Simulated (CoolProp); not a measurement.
A Linde-Hampson liquefier for methane: isothermal reversible compression at 290 K from 1 atm to 20 MPa, throttling to 1 atm, return gas leaving the recuperator 10 K below the feed. Each further row changes one setting.

Computed with CoolProp (reference Helmholtz-energy equation of state, Setzmann 1991).

| case | liquid yield per pass | compression work (kJ/kg of gas) |
|---|---|---|
| as stated | 0.196 | 747 |
| high pressure 40 MPa | 0.249 | 840 |
| warm-end temperature 320 K | 0.141 | 842 |
| warm-end gap 15 K | 0.185 | 747 |
